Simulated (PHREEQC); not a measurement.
A solution holds 25 mmol/kgw KOH, 0.21 mmol/kgw KNO3 and 0.22 mmol/kgw H3BO3, at 75 °C. Closed to the air; pH follows from the charge balance.

The numbers come from PHREEQC with the ion-association model, phreeqc.dat.

```
quantity          before     after
---------------  -------  --------
pH                 11.01      6.16
H3BO3 (mol/kgw)  1.44e-6  0.000220
```

Task: Name the change that produced these shifts.
A. KNO3 from 0.00021 to 0.000315 mol/kgw
B. H3BO3 from 0.00022 to 0.00011 mol/kgw
C. 0.00039 mol/kgw Na2CO3 added
D. KOH from 0.025 to 0.005 mol/kgw
E. KOH left out

Result: E, KOH left out

This is a speciation only: nothing precipitates in the calculation. Constants without temperature data keep their 25 °C values here.
